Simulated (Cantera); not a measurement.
Input: 1 mol HI, 0.29 mol O₂, a varied amount of N₂, held at 2573 K and 1.50 bar.

Method: chemical equilibrium by Gibbs-energy minimisation in Cantera with the NASA 1993 tables (ideal gas, pure condensed phases). Candidate condensed phases: H₂O, I₂; 27 gas species. Rates play no part.

x: gas mole fraction; nothing condenses.

```csv
n(N₂) (mol),x N₂,x I,x H₂O,x O₂,x OH,x HI,x H₂
0.5,0.241,0.473,0.219,0.0212,0.0136,0.0112,0.0103
0.69,0.305,0.433,0.200,0.0192,0.0127,0.0100,0.00989
0.95,0.376,0.388,0.178,0.0169,0.0116,0.00874,0.00938
1.3,(withheld),(withheld),(withheld),(withheld),(withheld),(withheld),0.00880
1.8,0.532,0.290,0.132,0.0123,0.00920,0.00608,0.00813
2.5,0.612,0.240,0.108,0.0100,0.00792,0.00481,0.00739
3.4,0.682,0.197,0.0875,0.00807,0.00675,0.00374,0.00667
4.6,0.743,(withheld),(withheld),(withheld),(withheld),(withheld),(withheld)
6.3,0.797,0.125,0.0538,0.00495,0.00469,0.00210,0.00524
8.7,0.844,0.0956,0.0405,0.00374,0.00379,0.00150,0.00453
12,0.881,0.0724,0.0300,0.00279,0.00303,0.00105,0.00388
16,0.907,0.0560,0.0226,0.00213,0.00246,0.000754,0.00335
23,0.933,0.0401,0.0156,0.00150,0.00188,0.000490,0.00276
```

Task: Some entries are withheld; supply them.

Result: 
- 1.3, x N₂: 0.452
- 1.3, x I: 0.341
- 1.3, x H₂O: 0.156
- 1.3, x O₂: 0.0147
- 1.3, x OH: 0.0105
- 1.3, x HI: 0.00743
- 4.6, x I: 0.159
- 4.6, x H₂O: 0.0696
- 4.6, x O₂: 0.00641
- 4.6, x OH: 0.00569
- 4.6, x HI: 0.00285
- 4.6, x H₂: 0.00596
